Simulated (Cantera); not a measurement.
A closed system holds: 1 mol Si₃H₈, 14 mol N₂, 0.41 mol Cl₂, equilibrated at 1423.15 K and 0.0290 bar.

Equilibrium computed with Cantera from the NASA thermochemical tables; the gas is ideal and each condensed phase is pure. Candidate condensed phases: NH₄Cl, Si, Si₃N₄; 28 gas species. The feed counts by its element totals alone. N₂ is the only nitrogen source here; it is nearly inert below about 1500 K, so the nitride shown seldom forms there in practice. The tables' values for SiCl₃ are old estimates; treat these amounts as uncertain. Kinetics and transport are ignored.

Task: What is the equilibrium state?

Result: 
```json
{
 "x(N₂)": "0.731",
 "x(H₂)": "0.219",
 "x(HCl)": "0.0495",
 "x(SiCl₂)": "0.000199",
 "x(H)": "1.83e-5",
 "x(SiCl₃)": "1.50e-5",
 "x(SiCl₄)": "4.50e-6",
 "x(Cl)": "3.39e-6",
 "x(SiHCl₃)": "1.55e-6",
 "n(Si₃N₄(s))": "0.999 mol",
 "gas_amount": "16.41 mol",
 "log10 activity of Si(s) (absent)": "-2.23"
}
```
